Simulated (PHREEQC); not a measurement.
Make-up at 25 °C: 0.0057 mol/kgw H2SO4, 0.00028 mol/kgw K2SO4 and 0.0013 mol/kgw CuSO4. Closed to the air; pH follows from the charge balance.

All values are PHREEQC results (ion-association model, phreeqc.dat), not measurements.

| quantity | before | after |
|---|---|---|
| pH | 2.10 | 2.99 |
| ionic strength (mol/kgw) | 0.0169 | 0.00216 |
| SO4-2 (mol/kgw) | 0.00452 | 0.000660 |
| HSO4- (mol/kgw) | 0.00242 | 5.69e-5 |
| Cu+2 (mol/kgw) | 0.000970 | 0.000119 |
| CuSO4 (mol/kgw) | 0.000330 | 1.07e-5 |

Problem. Name the change that produced these shifts.
A) 0.0011 mol/kgw NaHCO3 added
B) H2SO4 from 0.0057 to 0.057 mol/kgw
C) diluted 10-fold with water
D) H2SO4 from 0.0057 to 0.00114 mol/kgw
E) CuSO4 from 0.0013 to 0.0065 mol/kgw

Solution. C, diluted 10-fold with water

No solid was allowed to form.
